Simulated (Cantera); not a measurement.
A freely propagating, adiabatic, planar premixed flame of H2 : O2 : N2 = 1 : 0.641 : 2.41 (molar parts), equivalence ratio 0.78, unburnt at 325 K and 82.5 Torr; multicomponent transport, grid criteria slope 0.08 and curve 0.16, no radiation.

Detailed kinetics in Cantera: the H2/O2 subset of GRI-Mech 3.0, which has no nitrogen chemistry. Burning velocities carry a grid error of a few per cent, more on coarse grids.

Question: Predict: laminar burning velocity; thermal thickness; peak x(HO2); peak x(O); peak x(OH).

Answer: 
* **laminar burning velocity**: 171 cm/s
* **thermal thickness**: 6.46 mm
* **peak x(HO2)**: 0.000116
* **peak x(O)**: 0.0133
* **peak x(OH)**: 0.0131
